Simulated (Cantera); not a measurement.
Input: 1 mol MgO, 1.8 mol F₂, 0.3 mol O₂, equilibrated at 875 K.

Cantera equilibrium calculation (NASA polynomials, part measured and part estimated; ideal gas, pure solids and liquids). Candidate condensed phases: Mg, MgF₂, MgO; 14 gas species. Kinetics and transport are ignored.

x: gas mole fraction; n: condensed amount in mol.

```
P (Pa)     x F   x O₂     x F₂     x FO₂     x F₂O     x FO  n MgF₂(s)
------  ------  -----  -------  --------  --------  -------  ---------
1        0.657  0.336  0.00755   5.71e-8  4.44e-10        ?       1.00
3.60     0.633  0.342   0.0253   2.01e-7   2.84e-9        ?       1.00
13       0.569  0.358   0.0736   6.84e-7   1.61e-8        ?       1.00
46       0.450  0.388    0.163   2.07e-6   6.98e-8        ?       1.00
170      0.303  0.424    0.273   5.65e-6   2.35e-7        ?       1.00
600      0.185  0.454    0.361   1.31e-5   6.05e-7        ?       1.00
2200     0.105  0.474    0.422   2.82e-5   1.38e-6  6.85e-7       1.00
7700    0.0582  0.485    0.456   5.62e-5   2.83e-6  7.21e-7       1.00
28000   0.0312  0.492    0.477  0.000111   5.68e-6  7.42e-7       1.00
100000  0.0167  0.496    0.487  0.000214   1.10e-5  7.53e-7       1.00
```

Task: What belongs in the gaps?

Result: 
- 1, x FO: 7.72e-8
- 3.60, x FO: 1.42e-7
- 13, x FO: 2.49e-7
- 46, x FO: 3.85e-7
- 170, x FO: 5.21e-7
- 600, x FO: 6.20e-7
